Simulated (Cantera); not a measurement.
# Hydrocarbon pyrolysis for carbon deposition

An isothermal, constant-pressure homogeneous reactor starts with 0.901 % CH₄, 99.1 % N₂, at 1925 K and 0.800 bar.

Detailed kinetics in Cantera: GRI-Mech 3.0 (53 species, 325 reactions). GRI-Mech 3.0 stops at C3 and has no aromatics, soot or wall deposition, so with more carbon than oxygen in the feed, carbon stays in small species such as C2H2 where larger ones or solid carbon would form.

```
t (s)        x CH₄    x CH₂     x HCN     x C₂H       x H
--------  --------  -------  --------  --------  --------
8.00e-6    0.00899  3.53e-9  3.40e-12    <1e-12   3.36e-6
2.76e-5    0.00894  4.63e-8  8.32e-11    <1e-12   3.64e-6
9.55e-5    0.00875  3.70e-7   2.88e-9  6.68e-11   5.02e-6
0.000330   0.00771  2.18e-6   1.66e-7   1.82e-8   2.04e-5
0.00114    0.00355  3.12e-6   5.42e-6   2.91e-7   7.05e-5
0.00394   0.000977  1.31e-6   2.13e-5   4.67e-7   9.86e-5
0.0136    0.000219  3.95e-7   4.36e-5   5.49e-7  0.000115
0.0470     4.79e-5  9.61e-8   6.61e-5   5.77e-7  0.000121
0.162      8.40e-6  1.74e-8   8.40e-5   5.85e-7  0.000123
0.561      9.24e-7  1.96e-9   9.15e-5   5.89e-7  0.000124
1.94       5.99e-7  1.28e-9   9.44e-5   5.90e-7  0.000124
6.70       5.90e-7  1.26e-9  0.000104   5.89e-7  0.000124
23.2       6.45e-7  1.37e-9  0.000135   5.87e-7  0.000124
80.0       7.85e-7  1.67e-9  0.000237   5.80e-7  0.000124
```
x: mole fraction; the columns are a selection and need not sum to one.

Equilibrium at this temperature and pressure: CH₄ 3.92e-7, CH₂ 8.38e-10, HCN 0.00858, C₂H 2.30e-8, H 0.000124 (gas phase only).
